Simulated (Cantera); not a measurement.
Input: 1 mol CsOH, 1.7 mol H2O, 2.3 mol O2, 0.18 mol H2, equilibrated at 1573.15 K and 0.135 Torr.

These are equilibrium values from Cantera (NASA tables, ideal gas, pure condensed phases), not measurements of a reactor. Candidate condensed phases: Cs, CsOH, H2O; 15 gas species. Kinetics and transport are ignored.

Base state: O2 0.431, H2O 0.373, CsOH 0.166, Cs 0.0263, OH 0.00287, O 0.000512, H2 0.000204, CsO 4.69e-5 (mole fractions); condensed: gas only.

Question: What changes in the equilibrium state with this change: temperature from 1573.15 K to 1348.15 K?

Answer: 
| species | before | after |
|---|---|---|
| O2 | 0.431 | 0.434 |
| H2O | 0.373 | 0.370 |
| CsOH | 0.166 | 0.194 |
| Cs | 0.0263 | 0.00214 |
| H | 4.33e-5 | 4.97e-7 |
| O | 0.000512 | 2.01e-5 |
